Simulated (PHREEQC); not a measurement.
Solution (25 °C): 9.3 mmol/kgw H2SO4, 0.43 mmol/kgw ZnSO4 and 64 mmol/kgw CuCl2. Closed to the air; pH follows from the charge balance.

Computed with PHREEQC (ion-association model, wateq4f.dat).

This is a speciation only: nothing precipitates in the calculation.

### Question
Estimate the pH, ionic strength.

### Answer
pH 1.88; ionic strength 0.189 mol/kgw.

### Question
In which forms is Zn present?

### Answer
Zn+2 83 %, ZnCl+ 9.0 %, ZnSO4 7.0 %, ZnCl2 0.6 % of the Zn.

Complexes and solids missing from the database can't appear.
